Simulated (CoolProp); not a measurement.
Saturation properties of R124.

Model: reference Helmholtz-energy equation of state, de Vries 1995, in CoolProp.

```tsv
T (°C)	p (MPa)	liquid density (kg/m³)	enthalpy of vaporisation (kJ/kg)	vapour Z	surface tension (mN/m)	vapour viscosity (µPa s)
40.35	0.5992	1300	137.1	0.8524	7.86	13.7
46.85	0.7144	1276	132.8	0.8333	7.12	14.1
53.45	0.8474	1249	128.1	0.8122	6.38	14.4
59.95	0.9957	1222	123.2	0.7898	5.67	14.8
66.45	1.163	1193	117.9	0.7654	4.97	15.3
72.95	1.349	1163	112.3	0.7388	4.28	15.7
79.45	1.558	1130	106.1	0.7098	3.62	16.3
86.05	1.793	1094	99.25	0.6774	2.96	16.9
92.55	2.050	1054	91.70	0.6419	2.34	17.7
99.05	2.335	1009	83.07	0.6018	1.74	18.7
```

It boils at -12.0 °C under 1 atm.

Viscosity comes from a separate model (Bell 2016), an estimate that may be off by 10 % or more. Surface tension comes from a separate correlation (Mulero 2012).
